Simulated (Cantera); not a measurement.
An adiabatic, constant-pressure homogeneous reactor starts with CH₄ : C₂H₆ : C₃H₈ : O₂ : N₂ = 1 : 0.22 : 0.27 : 4.43 : 28.4 (molar parts), equivalence ratio 0.93, at 1025 K and 1.00 atm.

Model: GRI-Mech 3.0 (53 species, 325 reactions), integrated in Cantera. GRI-Mech 3.0 was tuned for natural gas; its chemistry of propane as a main component is partial and can be far from experiment.

**Question.** Predict: time of steepest temperature rise; temperature at 2.00 s; equilibrium temperature; x(N₂O) at 2.00 s; x(H) at 2.00 s.

**Answer.** time of steepest temperature rise: 70.8 ms
temperature at 2.00 s: 2227 K
equilibrium temperature: 2227 K
x(N₂O) at 2.00 s: 1.66e-7 (gas-phase equilibrium 1.66e-7)
x(H) at 2.00 s: 0.000248 (gas-phase equilibrium 0.000248)
